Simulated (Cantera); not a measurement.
An isothermal, constant-pressure homogeneous reactor starts with H₂ : O₂ = 0.17 : 1 (molar parts), at 1223 K and 2800 Pa.

Cantera simulation using GRI-Mech 3.0 (53 species, 325 reactions); the numbers are that mechanism's predictions, not measurements. Radical loss at walls, strong at low pressure, is not modelled. The temperature is held fixed by assumption; the heat of reaction is taken as removed at once.

One state of this run: x H₂ = 1.59e-7; x O₂ = 0.843; x H = 5.37e-9; x H₂O = 0.157; x HO₂ = 2.24e-8; x O = 1.69e-6; x H₂O₂ = 3.88e-9. x: mole fraction; the columns are a selection and need not sum to one.

Question: Which value of t (s) does it belong to?
A. 0.00283
B. 4.00e-6
C. 2.00
D. 0.000761

Answer: C, 2.00
